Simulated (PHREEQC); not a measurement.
Consider water at 25 °C with 0.2 mol/kgw H2SO4, 0.0002 mol/kgw MnSO4 and 0.14 mol/kgw Na2SO4. Closed to the air; pH follows from the charge balance.

Computed with PHREEQC (ion-association model, phreeqc.dat).

No solid was allowed to form.

Question: Predict the pH.

Answer: pH 0.93.

Question: In which forms is Na present?

Answer: Na+ 93 %, NaSO4- 7.4 % of the Na.
